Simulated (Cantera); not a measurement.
# Si + CO2 + H2 (thermal oxidation and active oxidation of silicon)

Charge: 1 mol Si, 0.085 mol CO2, 130 mol H2, at 1.00 bar.

Equilibrium computed with Cantera from the NASA thermochemical tables; the gas is ideal and each condensed phase is pure. Candidate condensed phases: C, C6H6, C7H8, C8H18, H2O, Si, SiC, SiO2; 123 gas species. Mutual solubility and eutectic melting of coexisting phases are not modelled. The tables hold silica as quartz up to 1696 K and as liquid above; real silica turns to tridymite and cristobalite and melts near 1996 K. Gases not in the tables: Si2H6 and higher silanes. The numbers say what is thermodynamically allowed, not how fast it happens.

```csv
T (K),x H2,x SiO,x H,x CO,x SiH2,x CH4,n Si(s),n SiC(s),n SiO2(β-quartz),n Si(l)
1223,1.000,1.03e-6,3.01e-7,8.19e-9,1.87e-8,2.58e-5,0.833,0.0816,0.0849,0
1323,1.000,1.32e-5,1.59e-6,1.74e-7,1.13e-7,2.26e-5,0.832,0.0820,0.0841,0
1423,1.000,0.000118,6.64e-6,2.38e-6,5.26e-7,2.02e-5,0.825,0.0821,0.0771,0
1523,0.999,0.000782,2.31e-5,2.30e-5,2.00e-6,1.83e-5,0.786,0.0796,0.0323,0
1623,0.999,0.00125,6.91e-5,5.13e-5,6.46e-6,1.68e-5,0.760,0.0761,0,0
1723,0.998,0.00123,0.000182,7.73e-5,1.70e-5,1.67e-5,0,0.0727,0,0.765
1823,0.998,0.00116,0.000433,0.000140,3.51e-5,1.90e-5,0,0.0642,0,0.778
1923,0.998,0.00107,0.000941,0.000231,6.71e-5,2.13e-5,0,0.0519,0,0.795
```
x: gas mole fraction; n: condensed amount in mol.

From 1223 K to 1523 K the condensed part is Si(s) + SiC(s) + SiO2(β-quartz). At 1623 K the condensed part is Si(s) + SiC(s). From 1723 K to 1923 K the condensed part is Si(l) + SiC(s). The main Si-bearing gas is SiO throughout. The share of Si in condensed phases is highest at 1223 K (100.0 %) and lowest at 1623 K (83.6 %).
